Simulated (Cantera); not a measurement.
Input (Python, Cantera) and output of one run.

```python
import numpy as np
import cantera as ct

gas_names = """
    B BH BH2 BH3 BN B2 H H2 N NH NH2 NH3 N2 N2H2 N2H4
""".split()
cond_names = """
    B(b) B(L) BN(s)
""".split()


# ... load() reads the species with a 1 bar reference pressure and builds the phases ...
atoms = {
    'BN': {'B': 1, 'N': 1},
    'H2': {'H': 2},
}
top_T = {'BN(s)': 3200}  # K; cautious upper limits of use, not melting points


# ... equilibrate(T, P, feed) seeds the gas with the atoms and calls Mixture.equilibrate('TP', solver="vcs", rtol=1e-11, max_steps=5000) ...
results = []
T = 1948.15  # K
P = 87  # Pa
for m in [2.4, 3.5, 5.2, 7.6, 11, 16, 24, 35, 51, 75, 110, 160, 230]:
    feed = {'BN': 1, 'H2': m}  # mol
    mix = equilibrate(T, P, feed)
    results.append((T, P, feed, dict(zip(mix.species_names, mix.species_moles))))

top = {s: max(r[3][s] / sum(r[3][g] for g in gas_names) for r in results) for s in gas_names}
cols = sorted((s for s in top if top[s] > 0.0001), key=lambda s: -top[s])[:9]
seen = [c for c in cond_names if any(r[3].get(c, 0) > 1e-12 for r in results)]
print("log10 of partial pressures in bar; condensed amounts in mol")
print(f"{'n(H2)':>10s}" + "".join(f"{s[:9]:>10s}" for s in cols + seen))
for T, P, feed, n in results:
    ng = sum(n[g] for g in gas_names)
    print(f"{feed['H2']:10.4g}" + "".join(f"{np.log10(max(n[s] / ng * P / 1e5, 1e-99)):10.3f}" for s in cols)
          + "".join(f"{n.get(c, 0):10.4g}" for c in seen))
```

It prints:

```
log10 of partial pressures in bar; condensed amounts in mol
     n(H2)        H2        N2         H       BH2      B(b)     BN(s)
       2.4    -3.105    -4.274    -4.499    -6.568    0.3177    0.6814
       3.5    -3.105    -4.274    -4.499    -6.568    0.4632    0.5353
       5.2    -3.105    -4.274    -4.499    -6.568    0.6882    0.3096
       7.6    -3.105    -4.278    -4.499    -6.568    0.9969         0
        11    -3.097    -4.430    -4.495    -6.559    0.9955         0
        16    -3.091    -4.587    -4.492    -6.553    0.9934         0
        24    -3.086    -4.759    -4.490    -6.549    0.9902         0
        35    -3.083    -4.920    -4.488    -6.546    0.9857         0
        51    -3.082    -5.082    -4.487    -6.544    0.9791         0
        75    -3.080    -5.248    -4.487    -6.543    0.9693         0
       110    -3.079    -5.413    -4.486    -6.542     0.955         0
       160    -3.079    -5.575    -4.486    -6.541    0.9346         0
       230    -3.078    -5.732    -4.486    -6.541     0.906         0
```

These are equilibrium values from Cantera (NASA tables, ideal gas, pure condensed phases), not measurements of a reactor. Mutual solubility and eutectic melting of coexisting phases are not modelled. The tables' values for BH2 are old estimates; treat these amounts as uncertain.
